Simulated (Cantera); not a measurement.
Cantera with NASA thermochemical tables; ideal gases at 1 bar, condensed phases pure. Values are per mole of reaction as written; species without (g) are pure solids or liquids, kept so even where they would boil at 1 bar. The tables' values for SiF₂ are old estimates.

3 SiF₂(g) + O₃(g) + SF₆(g) ⇌ 3 SiF₄(g) + SO₃(g)

```
T (K)  ΔH° (kJ)  ΔS° (J/K)  ΔG° (kJ)  log10 K
-----  --------  ---------  --------  -------
300     -2398.4     -195.2   -2339.8   407.39
2548    -2386.2     -183.5   -1918.5    39.33
2573    -2386.4     -183.6   -1913.9    38.85
2598        ___        ___       ___      ___
2623    -2386.8     -183.8   -1904.7    37.93
2648        ___        ___       ___      ___
2673    -2387.3     -184.0   -1895.5    37.04
2698        ___        ___       ___      ___
2723    -2387.9     -184.2   -1886.3    36.18
2748        ___        ___       ___      ___
```

Fill in the missing entries.


- 2598, ΔH° (kJ): -2386.6
- 2598, ΔS° (J/K): -183.7
- 2598, ΔG° (kJ): -1909.3
- 2598, log10 K: 38.39
- 2648, ΔH° (kJ): -2387.1
- 2648, ΔS° (J/K): -183.9
- 2648, ΔG° (kJ): -1900.1
- 2648, log10 K: 37.48
- 2698, ΔH° (kJ): -2387.6
- 2698, ΔS° (J/K): -184.1
- 2698, ΔG° (kJ): -1890.9
- 2698, log10 K: 36.61
- 2748, ΔH° (kJ): -2388.2
- 2748, ΔS° (J/K): -184.3
- 2748, ΔG° (kJ): -1881.7
- 2748, log10 K: 35.77
